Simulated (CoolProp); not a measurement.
A simple Rankine cycle with 1,2-dichloroethane: condensing at 326.15 K, boiler at 2.52 MPa, turbine inlet 499 K, turbine efficiency 0.7, pump efficiency 0.8, no recuperator. Each further row changes one setting.

The numbers come from the reference Helmholtz-energy equation of state, Thol 2015 in CoolProp.

```tsv
case	thermal efficiency (%)	net work (kJ/kg)	heat in (kJ/kg)	turbine exit temperature (K)	volume ratio over the turbine
as stated	13.9	35.0	252	326.1	429
condensing temperature 318.15 K	14.7	38.6	262	318.1	588
boiler pressure 1.76 MPa	18.2	86.1	474	379.6	47.8
turbine efficiency 0.6	11.8	29.6	252	326.1	439
```

The expansion ends wet for: as stated; condensing temperature 318.15 K; turbine efficiency 0.6.
